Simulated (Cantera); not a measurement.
A Cantera script and what it prints.

```python
import numpy as np
import cantera as ct

gas_names = """
    H H2 N NH NH2 NH3 N2 N2H2 N2H4 Si SiH SiH2 SiH3 SiH4 SiN Si2 Si2N Si3
""".split()
cond_names = """
    Si(cr) Si(L) Si3N4(a)
""".split()


# ... load() reads the species with a 1 bar reference pressure and builds the phases ...
atoms = {
    'SiH4': {'Si': 1, 'H': 4},
    'N2': {'N': 2},
}
top_T = {'Si3N4(a)': 2400}  # K; cautious upper limits of use, not melting points


# ... equilibrate(T, P, feed) seeds the gas with the atoms and calls Mixture.equilibrate('TP', solver="vcs", rtol=1e-11, max_steps=5000) ...
results = []
feed = {'SiH4': 1, 'N2': 0.28}  # mol
P = 1000  # Pa
for T in [1448, 1548, 1648, 1748, 1848, 1948, 2048, 2148]:
    mix = equilibrate(T, P, feed)
    results.append((T, P, feed, dict(zip(mix.species_names, mix.species_moles))))

top = {s: max(r[3][s] / sum(r[3][g] for g in gas_names) for r in results) for s in gas_names}
cols = sorted((s for s in top if top[s] > 0.001), key=lambda s: -top[s])[:9]
seen = [c for c in cond_names if any(r[3].get(c, 0) > 1e-12 for r in results)]
print("log10 of partial pressures in bar; condensed amounts in mol")
print(f"{'T/K':>10s}" + "".join(f"{s[:9]:>10s}" for s in cols + seen))
for T, P, feed, n in results:
    ng = sum(n[g] for g in gas_names)
    print(f"{T:10.4g}" + "".join(f"{np.log10(max(n[s] / ng * P / 1e5, 1e-99)):10.3f}" for s in cols)
          + "".join(f"{n.get(c, 0):10.4g}" for c in seen))
```

Result:

```
log10 of partial pressures in bar; condensed amounts in mol
       T/K        H2        N2         H        Si    Si(cr)     Si(L)  Si3N4(a)
      1448    -2.001    -4.785    -6.036    -8.534    0.5849         0    0.1384
      1548    -2.005    -3.927    -5.514    -7.498    0.6159         0     0.128
      1648    -2.030    -3.176    -5.066    -6.589    0.7946         0   0.06843
      1748    -2.058    -2.911    -4.670    -5.837         0    0.9996         0
      1848    -2.060    -2.912    -4.305    -5.203         0    0.9982         0
      1948    -2.063    -2.914    -3.978    -4.634         0    0.9938         0
      2048    -2.070    -2.919    -3.685    -4.122         0    0.9802         0
      2148    -2.086    -2.930    -3.423    -3.658         0    0.9418         0
```

Method: chemical equilibrium by Gibbs-energy minimisation in Cantera with the NASA 1993 tables (ideal gas, pure condensed phases). N2 is the only nitrogen source here; it is nearly inert below about 1500 K, so the nitride shown seldom forms there in practice. Mutual solubility and eutectic melting of coexisting phases are not modelled. The tables' values for SiN are old estimates; treat these amounts as uncertain. Gases not in the tables: Si2H6 and higher silanes.
